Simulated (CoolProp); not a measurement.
Propylene along the isobar 5.33 MPa: fugacity coefficient from the reference equation and from simpler models built on Tc = 91.1 °C, pc = 4.555 MPa, ω = 0.146; each cubic takes its own stable root.

Model: reference Helmholtz-energy equation of state, Lemmon 2013, in CoolProp.

```csv
T (°C),phase,reference,Redlich-Kwong,Soave-Redlich-Kwong
-48.25,liquid,0.02161,0.02786,___
-18.15,liquid,___,0.08282,0.06848
12.05,liquid,0.1557,0.1816,0.1599
42.25,liquid,0.2920,0.3224,0.3007
72.35,liquid,0.4669,0.4890,0.4784
102.55,supercritical,0.6458,0.6463,___
132.75,supercritical,0.7329,0.7278,___
162.95,supercritical,0.7902,0.7824,0.7971
```

Task: Fill in the missing entries.

Result: 
- -48.25, Soave-Redlich-Kwong: 0.02179
- -18.15, reference: 0.06721
- 102.55, Soave-Redlich-Kwong: 0.6508
- 132.75, Soave-Redlich-Kwong: 0.7380
